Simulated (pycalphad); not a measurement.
CALPHAD calculation (pycalphad, COST 507 light-alloy database (1999)), 1 atm. The database dates from 1999; later assessments differ in places, in temperatures and in the compounds included. Phase fractions are per mole of atoms. Kinetics are ignored, which matters at the lower temperatures.

### Question
Give the equilibrium state of Ti-3.75Hf-4.62B (at.%) at 1027 °C.

### Answer
```
T = 1300.00 K, P = 101325 Pa, N = 1 mol of atoms
G = -74213 J/mol, H = 26268 J/mol, S = 77.29 J/(mol K)  (SER reference)
chemical potentials (J/mol): Ti -66758, Hf -119313, B -185467
phase             fraction      x(Ti)      x(Hf)       x(B)
BCC_A2              0.9101     0.9577     0.0409     0.0014
BM                  0.0899     0.4972     0.0028     0.5000
```

### Question
Give the equilibrium state of Ti-3.75Hf-4.62B (at.%) at 427 °C.

### Answer
```
T = 700.00 K, P = 101325 Pa, N = 1 mol of atoms
G = -34449 J/mol, H = 3835 J/mol, S = 54.69 J/(mol K)  (SER reference)
chemical potentials (J/mol): Ti -26994, Hf -48525, B -170877
phase             fraction      x(Ti)      x(Hf)       x(B)
HCP_A3              0.9082     0.9585     0.0412   0.000303
BM                  0.0918     0.4988     0.0012     0.5000
```

Database names, with the compositions (at.%) that they take in these runs: BM: Ti 50 B 50. BCC_A2 is bcc; HCP_A3 is hcp.
